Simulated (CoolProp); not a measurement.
Vapour-liquid equilibrium of CH2F2 (R32) (1) + R1234ze(E) (2) at 182 K; x and y are mole fractions of (1).

The numbers come from the multi-fluid Helmholtz-energy mixture model, Tillner-Roth 1997 and Thol 2016; pair parameters Bell 2023 in CoolProp.

| x | bubble pressure (bar) | y at the bubble point | dew pressure at overall composition x (bar) | liquid density (mol/L) |
|---|---|---|---|---|
| 0.05 | 0.01646 | 0.472 | 0.009570 | 13.29 |
| 0.15 | 0.02816 | 0.719 | 0.01063 | 14.00 |
| 0.25 | 0.03719 | 0.806 | 0.01194 | 14.79 |
| 0.35 | 0.04448 | 0.853 | 0.01363 | 15.66 |
| 0.45 | 0.05066 | 0.885 | 0.01586 | 16.65 |
| 0.55 | 0.05616 | 0.908 | 0.01896 | 17.76 |
| 0.65 | 0.06136 | 0.929 | 0.02353 | 19.03 |
| 0.75 | 0.06655 | 0.948 | 0.03084 | 20.49 |
| 0.85 | 0.07198 | 0.968 | 0.04388 | 22.18 |
| 0.95 | 0.07782 | 0.989 | 0.06698 | 24.18 |

No azeotrope shows between x = 0.05 and 0.95.

The pair parameters rest on a limited set of measurements; away from them the model extrapolates.
